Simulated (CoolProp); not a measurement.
Vapour-liquid equilibrium of R113 (1) + n-heptane (2) at 0.475 MPa; x and y are mole fractions of (1).

Computed with CoolProp (multi-fluid Helmholtz-energy mixture model, Marx 1992 and Span 2003; pair parameters Bell 2016).

```json
[
 {"x": "0.05", "bubble temperature (K)": "…", "y at the bubble point": "0.135", "dew temperature at overall composition x (K)": "432.6", "liquid density (mol/L)": "5.568"},
 {"x": "0.2", "bubble temperature (K)": "415.0", "y at the bubble point": "0.439", "dew temperature at overall composition x (K)": "426.3", "liquid density (mol/L)": "5.852"},
 {"x": "0.35", "bubble temperature (K)": "404.0", "y at the bubble point": "0.631", "dew temperature at overall composition x (K)": "…", "liquid density (mol/L)": "6.116"},
 {"x": "0.5", "bubble temperature (K)": "395.5", "y at the bubble point": "0.758", "dew temperature at overall composition x (K)": "411.7", "liquid density (mol/L)": "6.368"},
 {"x": "0.65", "bubble temperature (K)": "388.8", "y at the bubble point": "…", "dew temperature at overall composition x (K)": "…", "liquid density (mol/L)": "6.618"},
 {"x": "0.8", "bubble temperature (K)": "383.2", "y at the bubble point": "0.918", "dew temperature at overall composition x (K)": "…", "liquid density (mol/L)": "6.876"},
 {"x": "0.95", "bubble temperature (K)": "378.3", "y at the bubble point": "0.980", "dew temperature at overall composition x (K)": "380.7", "liquid density (mol/L)": "…"}
]
```

Complete the blanks.


- 0.05, bubble temperature (K): 429.1
- 0.35, dew temperature at overall composition x (K): 419.4
- 0.65, y at the bubble point: 0.848
- 0.65, dew temperature at overall composition x (K): 402.8
- 0.8, dew temperature at overall composition x (K): 392.4
- 0.95, liquid density (mol/L): 7.151

No azeotrope shows between x = 0.05 and 0.95.

Pair parameters are fitted to limited data, so mixtures are less certain than the pure fluids.
